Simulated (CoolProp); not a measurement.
Vapour-liquid equilibrium of CH2F2 (R32) (1) + R1234yf (2) at 240.8 K; x and y are mole fractions of (1).

Values from CoolProp's multi-fluid Helmholtz-energy mixture model, Tillner-Roth 1997 and Lemmon 2022; pair parameters Bell 2023.

Question: Give the bubble pressure and the first vapour's composition at x = 0.05, 0.425, 0.575. Is there an azeotrope?

Answer: x = 0.05: 0.1037 MPa, y = 0.178; x = 0.425: 0.1887 MPa, y = 0.694; x = 0.575: 0.2098 MPa, y = 0.775. No azeotrope shows between x = 0.05 and 0.95.

Pair parameters are fitted to limited data, so mixtures are less certain than the pure fluids.
